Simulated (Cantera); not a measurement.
## Thermodynamics of metals in furnace atmospheres, feed Pb + O2 + CO

Feed: 1 mol Pb, 0.089 mol O2, 29 mol CO, equilibrated at 0.0280 bar.

Cantera equilibrium calculation (NASA polynomials, part measured and part estimated; ideal gas, pure solids and liquids). Candidate condensed phases: C, Pb, PbO, PbO2, Pb3O4; 15 gas species. Equilibrium is a limit: real reactors are often held back by kinetics, nucleation or transport.

```csv
T (K),log p CO,log p CO2,log p Pb,log p Pb2,log p PbO,n C(graphite),n Pb(l)
925,-1.59,-2.69,-5.57,-11.60,-13.06,1.79,0.997
975,-1.56,-3.15,-5.04,-10.71,-12.54,0.548,0.991
1025,-1.56,-3.58,-4.56,-9.90,-12.09,0.0949,0.971
1075,-1.56,-3.77,-4.12,-9.17,-11.47,0,0.921
1125,-1.56,-3.77,-3.72,-8.51,-10.74,0,0.803
1175,-1.56,-3.77,-3.36,-7.90,-10.07,0,0.542
1225,-1.57,-3.78,-3.03,-7.35,-9.45,0,0
1275,-1.57,-3.78,-3.03,-7.45,-9.19,0,0
1325,-1.57,-3.78,-3.03,-7.55,-8.95,0,0
1375,-1.57,-3.78,-3.03,-7.63,-8.73,0,0
```
log p: log10 of the partial pressure in bar; n: condensed amount in mol.

From 925 K to 1025 K the condensed part is C(graphite) + Pb(l). From 1075 K to 1175 K the condensed part is Pb(l). From 1225 K to 1375 K nothing is condensed. The main Pb-bearing gas is Pb throughout.
